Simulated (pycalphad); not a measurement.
All values are pycalphad results on the COST 507 light-alloy database (1999) (1 atm), not direct measurements. These are 1990s assessments: newer ones move some temperatures and phases. The system is extrapolated from its subsystems; higher-order compounds may be missing.

How does the equilibrium phase assembly of Al-5.45Si-0.44Cu (at.%) change on cooling from 1850 K to 500 K?


```tsv
T (K)	phases above	phases below
895.8	liquid	fcc + liquid
846.3	fcc + liquid	diamond (Si) + fcc + liquid
833.3	diamond (Si) + fcc + liquid	diamond (Si) + fcc
640.9	diamond (Si) + fcc	ALCU_THETA + diamond (Si) + fcc
```
Changes were sought between steps of 25 K, so a narrower field can be missed.

Database names, with the compositions (at.%) that they take in these runs: ALCU_THETA: Al 67 Cu 33.
